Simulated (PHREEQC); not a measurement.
A solution holds 0.0076 mol/kgw NaHS, 0.00056 mol/kgw HCl and 8.3e-05 mol/kgw FeCl2, at 20 °C. Closed to the air; pH follows from the charge balance.

The numbers come from PHREEQC with the ion-association model, phreeqc.dat.

```csv
quantity,before,after
pH,8.05,8.04
H2S (mol/kgw),0.000561,6.35e-6
SI of Halite (NaCl),-6.90,-10.83
```

Problem. Which change was made?
(A) 0.00059 mol/kgw NaF added
(B) diluted 100-fold with water
(C) FeCl2 left out
(D) FeCl2 from 8.3e-05 to 0.000415 mol/kgw
(E) diluted 10-fold with water

Solution. B, diluted 100-fold with water

Precipitation was switched off in this run. Some of these states are supersaturated (in Mackinawite, FeS(ppt), for instance).
